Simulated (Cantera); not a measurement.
**Thermodynamics of metals in furnace atmospheres, feed Pb + NH3 + N2 + O2**

Input: 1 mol Pb, 0.26 mol NH3, 140 mol N2, 1.1 mol O2, equilibrated at 1173.15 K.

Equilibrium computed with Cantera from the NASA thermochemical tables; the gas is ideal and each condensed phase is pure. Candidate condensed phases: H2O, Pb, PbO, PbO2, Pb3O4; 27 gas species. Equilibrium is a limit: real reactors are often held back by kinetics, nucleation or transport.

```tsv
P (Pa)	x N2	x PbO	x O2	x H2O	x Pb	x NO	n PbO(l)
10	0.986	0.00479	0.00396	0.00274	0.00225	2.44e-5	0
61	0.987	0.00585	0.00344	0.00275	0.00119	2.27e-5	0
370	0.987	0.00648	0.00312	0.00275	0.000562	2.16e-5	0
2200	0.993	0.00176	0.00289	0.00276	6.51e-5	2.09e-5	0.742
13000	0.994	0.000298	0.00286	0.00277	4.55e-6	2.08e-5	0.957
82000	0.994	4.72e-5	0.00286	0.00277	2.87e-7	2.08e-5	0.993
500000	0.994	7.75e-6	0.00286	0.00277	1.91e-8	2.08e-5	0.999
3000000	0.994	1.29e-6	0.00286	0.00277	1.30e-9	2.08e-5	1.000
```
x: gas mole fraction; n: condensed amount in mol.

From 0.000100 bar to 0.00370 bar nothing is condensed. From 0.0220 bar to 30.0 bar the condensed part is PbO(l). The main Pb-bearing gas is PbO throughout.
